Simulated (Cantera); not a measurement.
A Cantera script and what it prints.

```python
import numpy as np
import cantera as ct

gas_names = """
    H H2 Si SiH SiH2 SiH3 SiH4 Si2 Si3
""".split()
cond_names = """
    Si(cr) Si(L)
""".split()


def load(file, names, dense=False):
    # The tables refer to 1 bar. Condensed volumes are neglected.
    table = {s.name: s for s in ct.Species.list_from_file(file)}
    out = []
    for n in names:
        d = dict(table[n].input_data)
        d["thermo"] = dict(d["thermo"], **{"reference-pressure": 1e5})
        if dense:
            d["equation-of-state"] = {"model": "constant-volume", "density": "1e6 g/cm^3"}
        out.append(ct.Species.from_dict(d))
    return out


gas = ct.Solution(thermo="ideal-gas", species=load("nasa_gas.yaml", gas_names))
cond = {s.name: ct.Solution(thermo="fixed-stoichiometry", species=[s], name=s.name)
        for s in load("nasa_condensed.yaml", cond_names, dense=True)}
atoms = {
    'Si': {'Si': 1},
    'H2': {'H': 2},
}
top_T = {}  # K; cautious upper limits of use, not melting points


def equilibrate(T, P, feed):
    n = {}
    for name, mol in feed.items():
        for a, k in atoms[name].items():
            n[a] = n.get(a, 0.0) + k * mol
    gas.TPX = T, P, n
    mass = sum(n.values()) * gas.mean_molecular_weight
    gas.equilibrate("TP")
    valid = [c for c in cond.values() if c.min_temp <= T <= top_T.get(c.name, c.max_temp)]
    mix = ct.Mixture([(gas, mass / gas.mean_molecular_weight)] + [(c, 0.0) for c in valid])
    mix.T, mix.P = T, P
    mix.equilibrate("TP", solver="vcs", rtol=1e-11, max_steps=5000)
    return mix


results = []
feed = {'Si': 1, 'H2': 0.33}  # mol
P = 10000  # Pa
for T in [573, 673, 773, 873, 973, 1073, 1173, 1273, 1373, 1473, 1573, 1673, 1773]:
    mix = equilibrate(T, P, feed)
    results.append((T, P, feed, dict(zip(mix.species_names, mix.species_moles))))

top = {s: max(r[3][s] / sum(r[3][g] for g in gas_names) for r in results) for s in gas_names}
cols = sorted((s for s in top if top[s] > 1e-05), key=lambda s: -top[s])[:8]
seen = [c for c in cond_names if any(r[3].get(c, 0) > 1e-12 for r in results)]
print("log10 of partial pressures in bar; condensed amounts in mol")
print(f"{'T/K':>10s}" + "".join(f"{s[:9]:>10s}" for s in cols + seen))
for T, P, feed, n in results:
    ng = sum(n[g] for g in gas_names)
    print(f"{T:10.4g}" + "".join(f"{np.log10(max(n[s] / ng * P / 1e5, 1e-99)):10.3f}" for s in cols)
          + "".join(f"{n.get(c, 0):10.4g}" for c in seen))
```

Output:

```
log10 of partial pressures in bar; condensed amounts in mol
       T/K        H2         H      SiH2        Si    Si(cr)     Si(L)
       573    -1.000   -17.737   -20.443   -33.229         1         0
       673    -1.000   -14.757   -17.163   -27.140         1         0
       773    -1.000   -12.542   -14.735   -22.630         1         0
       873    -1.000   -10.830   -12.864   -19.157         1         0
       973    -1.000    -9.466   -11.378   -16.400         1         0
      1073    -1.000    -8.354   -10.169   -14.161         1         0
      1173    -1.000    -7.428    -9.167   -12.305         1         0
      1273    -1.000    -6.647    -8.322   -10.744         1         0
      1373    -1.000    -5.978    -7.601    -9.411         1         0
      1473    -1.000    -5.398    -6.978    -8.262         1         0
      1573    -1.000    -4.891    -6.435    -7.260         1         0
      1673    -1.000    -4.444    -5.958    -6.379         1         0
      1773    -1.000    -4.046    -5.608    -5.672         0         1
```

Method: chemical equilibrium by Gibbs-energy minimisation in Cantera with the NASA 1993 tables (ideal gas, pure condensed phases). Gases not in the tables: Si2H6 and higher silanes.
